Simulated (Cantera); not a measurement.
Feed: 1 mol NF3, 0.053 mol H2O, 16 mol H2, 0.12 mol SO2, equilibrated at 1350 K and 55.0 Pa.

Equilibrium computed with Cantera from the NASA thermochemical tables; the gas is ideal and each condensed phase is pure. Candidate condensed phases: H2O, H2SO4, S; 62 gas species. Kinetics and transport are ignored.

Base state: H2 0.784, HF 0.166, N2 0.0277, H2O 0.0162, H2S 0.00456, S2 0.000925, SH 0.000225, H 9.00e-5 (mole fractions); condensed: gas only.

**Question.** What changes in the equilibrium state with this change: temperature from 1350 K to 3475 K?

**Answer.** 
| species | before | after |
|---|---|---|
| H | 9.00e-5 | 0.888 |
| F | <1e-9 | 0.0751 |
| N2 | 0.0277 | 0.0135 |
| H2 | 0.784 | 0.00140 |
| HF | 0.166 | 0.00905 |
| H2O | 0.0162 | 7.61e-8 |
| O | <1e-9 | 0.00818 |
| H2S | 0.00456 | <1e-9 |
